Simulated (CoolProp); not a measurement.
Hexamethyldisiloxane (MM) along the isotherm 530.8 K: fugacity coefficient from the reference equation and from simpler models built on Tc = 518.7 K, pc = 1.931 MPa, ω = 0.418; each cubic takes its own stable root.

The numbers come from the reference Helmholtz-energy equation of state, Thol 2016 in CoolProp.

```
p (MPa)          phase  reference  van der Waals  Peng-Robinson
-------  -------------  ---------  -------------  -------------
0.0153             gas     0.9974         0.9978         0.9972
0.023              gas     0.9961         0.9967         0.9958
0.0347             gas     0.9941         0.9950         0.9937
0.0524             gas     0.9911         0.9924         0.9905
0.0791             gas     0.9865         0.9885         0.9857
0.119              gas     0.9798         0.9827         0.9785
0.18               gas     0.9695         0.9739         0.9676
0.271              gas     0.9541         0.9607         0.9514
0.41               gas          …         0.9407         0.9271
0.618              gas     0.8964         0.9108         0.8911
0.932              gas     0.8452         0.8656              …
1.41               gas     0.7685              …         0.7598
2.12     supercritical     0.6539         0.6831         0.6443
3.2      supercritical          …         0.5228         0.4866
4.83     supercritical     0.3706         0.4154         0.3708
```

Question: What belongs in the gaps?

Answer: 
- 0.41, reference: 0.9309
- 0.932, Peng-Robinson: 0.8382
- 1.41, van der Waals: 0.7962
- 3.2, reference: 0.4891
